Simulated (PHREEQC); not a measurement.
0.59 g of hydrous ferric oxide (600 m²/g; 0.2 weak and 0.005 strong sites per Fe, Dzombak-Morel constants, diffuse double layer) in 1 kg of water with 0.1 mol/kgw of an inert sodium salt and 0.0022 mol NiCl2, at 25 °C; the pH is set by adding NaOH or the inert anion's acid. Oxygen alone is held at its pressure in air (log pO2 = -0.68). No CO2 enters from the air. Nothing may precipitate in this run.

Base run: PHREEQC, ion-association model, wateq4f.dat. Each further column changes one thing. The table gives surface charge σ (C/m²).

```csv
pH,base,background salt from 0.1 to 0.01 mol/kgw,oxide from 0.59 to 2.9 g/kgw,0.00037 mol/kgw CuCl2 added
4,0.323,0.242,0.324,0.324
5,0.219,…,0.219,0.228
5.5,0.164,0.094,0.164,0.186
6,0.120,0.065,…,0.150
7,0.095,…,0.073,0.120
8,0.097,0.047,…,0.113
8.5,0.097,0.047,0.015,0.105
9,0.096,0.046,…,0.097
10,0.064,0.027,…,0.065
```

### Question
What belongs in the gaps?

### Answer

- 5, background salt from 0.1 to 0.01 mol/kgw: 0.134
- 6, oxide from 0.59 to 2.9 g/kgw: 0.119
- 7, background salt from 0.1 to 0.01 mol/kgw: 0.049
- 8, oxide from 0.59 to 2.9 g/kgw: 0.034
- 9, oxide from 0.59 to 2.9 g/kgw: -0.002
- 10, oxide from 0.59 to 2.9 g/kgw: -0.039

In at least one series the solution becomes supersaturated in solids that the run did not let form, among them Ni(OH)2. The database's constant for dissolved Cu(OH)2 is higher than later reviews accept.
